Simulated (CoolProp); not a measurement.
n-perfluorobutane along the isotherm 434.2 K: Z from the reference equation and from simpler models built on Tc = 386.3 K, pc = 2.322 MPa, ω = 0.372; each cubic takes its own stable root.

Values from CoolProp's reference Helmholtz-energy equation of state, Gao 2022.

```json
[
 {"p (MPa)": "0.145", "phase": "gas", "reference": "0.9867"},
 {"p (MPa)": "0.29", "phase": "gas", "reference": "0.9732"},
 {"p (MPa)": "0.435", "phase": "gas", "reference": "0.9594"},
 {"p (MPa)": "0.581", "phase": "gas", "reference": "0.9452"},
 {"p (MPa)": "0.726", "phase": "gas", "reference": "0.9308"},
 {"p (MPa)": "0.871", "phase": "gas", "reference": "0.9161"},
 {"p (MPa)": "1.02", "phase": "gas", "reference": "0.9006"},
 {"p (MPa)": "1.16", "phase": "gas", "reference": "0.8857"}
]
```

Question: How far does each simpler model (Pitzer virial, Redlich-Kwong) lie from the reference over these 8 states: mean and median of the absolute difference, and the worst?

Answer: 
- Pitzer virial: mean 0.1 %, median 0.1 %, worst -0.2 % at 434.2 K and 0.581 MPa
- Redlich-Kwong: mean 0.9 %, median 0.9 %, worst -1.7 % at 434.2 K and 1.16 MPa
